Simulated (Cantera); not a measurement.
A Cantera script and its output.

```python
import numpy as np
import cantera as ct

gas = ct.Solution("h2o2.yaml")
gas.TPX = 1450, 700, {'H2': 0.15, 'O2': 1}
reactor = ct.IdealGasConstPressureReactor(gas, energy="off", clone=False)
net = ct.ReactorNet([reactor])
net.rtol, net.atol = 1e-08, 1e-18
show = ['H2', 'O2', 'H2O', 'H', 'HO2', 'O']
times = np.geomspace(0.0001, 20, 13)

steps = ct.SolutionArray(gas, extra=["t"])
rows = []
print(f"{'t/s':>10s}{'T/K':>9s}{'P/Pa':>11s}" + "".join(f"{s:>11s}" for s in show))
for t in times:
    while net.time < t:
        t_next = net.step()
        steps.append(gas.state, t=t_next)
    rows.append([np.interp(t, steps.t, y) for y in (steps.T, steps.P, *steps(*show).X.T)])
    print(f"{t:10.3e}{rows[-1][0]:9.1f}{rows[-1][1]:11.4g}" + "".join(f"{x:11.3e}" for x in rows[-1][2:]))
rate = np.gradient(steps.T, steps.t)
print("integrator steps:", len(steps.t))
if steps.T.max() > steps.T[0] + 200:
    print(f"time of steepest temperature rise: {steps.t[rate.argmax()]:.4e} s")
gas.TPX = 1450, 700, {'H2': 0.15, 'O2': 1}
gas.equilibrate("TP")
print(f"equilibrium (TP): T = {gas.T:.1f} K  " + "  ".join(f"{s} {gas[s].X[0]:.3e}" for s in show))
```

Result:

```
       t/s      T/K       P/Pa         H2         O2        H2O          H        HO2          O
 1.000e-04   1450.0        700  1.304e-01  8.696e-01  2.041e-07  2.546e-07  2.711e-07  2.216e-07
 2.765e-04   1450.0        700  1.304e-01  8.696e-01  5.647e-06  3.058e-06  7.472e-07  3.341e-06
 7.647e-04   1450.0        700  1.249e-01  8.658e-01  3.827e-03  1.800e-03  1.398e-06  2.025e-03
 2.115e-03   1450.0        700  4.862e-03  7.731e-01  1.043e-01  2.799e-02  1.925e-06  7.506e-02
 5.848e-03   1450.0        700  4.711e-03  7.754e-01  1.054e-01  2.684e-02  1.926e-06  7.318e-02
 1.617e-02   1450.0        700  4.435e-03  7.817e-01  1.080e-01  2.402e-02  1.927e-06  6.780e-02
 4.472e-02   1450.0        700  3.727e-03  7.965e-01  1.140e-01  1.769e-02  1.908e-06  5.499e-02
 1.237e-01   1450.0        700  2.280e-03  8.231e-01  1.246e-01  7.877e-03  1.736e-06  3.183e-02
 3.420e-01   1450.0        700  7.331e-04  8.481e-01  1.341e-01  1.354e-03  1.109e-06  9.801e-03
 9.457e-01   1450.0        700  1.325e-04  8.576e-01  1.378e-01  1.018e-04  3.865e-07  1.743e-03
 2.615e+00   1450.0        700  2.231e-05  8.597e-01  1.389e-01  6.995e-06  1.231e-07  2.920e-04
 7.232e+00   1450.0        700  4.778e-06  8.602e-01  1.393e-01  6.931e-07  9.799e-08  6.249e-05
 2.000e+01   1450.0        700  1.913e-06  8.603e-01  1.394e-01  1.758e-07  1.267e-07  2.503e-05
integrator steps: 1602
equilibrium (TP): T = 1450.0 K  H2 1.713e-06  O2 8.603e-01  H2O 1.394e-01  H 1.490e-07  HO2 1.319e-07  O 2.241e-05
```

Computed with Cantera and the H2/O2 subset of GRI-Mech 3.0, which has no nitrogen chemistry. Radical loss at walls, strong at low pressure, is not modelled. The temperature is held fixed by assumption; the heat of reaction is taken as removed at once.
